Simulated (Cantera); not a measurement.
Mixture: CH₄ : O₂ : N₂ = 1 : 2.74 : 7.95 (molar parts), equivalence ratio 0.73, at 32.0 bar, adiabatic and at constant volume. Ignition delay is the time to a rise of 400 K.

Computed with Cantera and GRI-Mech 3.0 (53 species, 325 reactions). The pressure lies above the range GRI-Mech 3.0 was tuned for (to about 10 atm).

Problem. What does this change do: CH4 1 to 0.46 parts?

Solution. 
```json
[
 {"quantity": "delay at 1250 K", "before": "0.508 ms", "after": "0.463 ms"},
 {"quantity": "delay at 1450 K", "before": "66.9 µs", "after": "60.7 µs"},
 {"quantity": "delay at 1650 K", "before": "13.0 µs", "after": "12.6 µs"},
 {"quantity": "delay at 1850 K", "before": "3.37 µs", "after": "3.57 µs"},
 {"quantity": "delay at 2050 K", "before": "1.12 µs", "after": "1.26 µs"},
 {"quantity": "apparent activation energy between 1950 and 2150 K", "before": "170 kJ/mol", "after": "160 kJ/mol"}
]
```

Problem. What does this change do: constant pressure in place of constant volume?

Solution. 
| quantity | before | after |
|---|---|---|
| delay at 1250 K | 0.508 ms | 0.536 ms |
| delay at 1450 K | 66.9 µs | 71.9 µs |
| delay at 1650 K | 13.0 µs | 14.2 µs |
| delay at 1850 K | 3.37 µs | 3.69 µs |
| delay at 2050 K | 1.12 µs | 1.23 µs |
| apparent activation energy between 1950 and 2150 K | 170 kJ/mol | 170 kJ/mol |
